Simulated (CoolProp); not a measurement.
Saturation properties of n-octane.

The numbers come from the reference Helmholtz-energy equation of state, Beckmüller 2019 in CoolProp.

```csv
T (K),p (MPa),liquid density (kg/m³),vapour density (kg/m³),liquid cp (kJ/(kg K)),vapour viscosity (µPa s)
398.5,0.1005,611.5,?,?,7.52
415.8,0.1588,?,5.685,2.728,7.84
433.1,0.2405,576.8,8.502,2.815,8.18
450.4,0.3512,557.9,12.36,2.906,8.54
467.7,0.4971,537.6,17.59,?,8.97
485,?,515.4,24.66,3.119,9.49
502.3,?,490.5,34.29,3.256,10.2
519.6,1.218,461.7,47.73,3.442,11.1
536.8,1.579,426.6,?,3.749,12.5
554.1,2.024,377.1,101.0,4.615,?
```

Question: What belongs in the gaps?

Answer: 
- 398.5, vapour density (kg/m³): 3.670
- 398.5, liquid cp (kJ/(kg K)): 2.646
- 415.8, liquid density (kg/m³): 594.6
- 467.7, liquid cp (kJ/(kg K)): 3.006
- 485, p (MPa): 0.6849
- 502.3, p (MPa): 0.9222
- 536.8, vapour density (kg/m³): 67.43
- 554.1, vapour viscosity (µPa s): 15.1

It boils at 398.8 K under 1 atm.

Viscosity comes from a separate model (Huber 2004).
